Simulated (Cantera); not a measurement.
Input: 1 mol TiO₂, 1.1 mol CH₄, 0.11 mol CO, equilibrated at 2.80 bar.

Cantera equilibrium calculation (NASA polynomials, part measured and part estimated; ideal gas, pure solids and liquids). Candidate condensed phases: C, C₆H₆, C₇H₈, C₈H₁₈, H₂O, Ti, TiC, TiO, TiO₂, Ti₂O₃, Ti₃O₅, Ti₄O₇; 113 gas species. Mutual solubility and eutectic melting of coexisting phases are not modelled. TiC: taken at fixed stoichiometry. Rates play no part.

Q: At 1648 K, list the 7 most abundant gas species with their mole fractions, and the condensed phases.

A: H₂ 0.703, CO 0.295, CH₄ 0.00123, H₂O 0.000572, CO₂ 7.49e-5, H 4.46e-5, C₂H₂ (acetylene) 1.37e-5. Condensed: TiC(s) + Ti₃O₅(s).
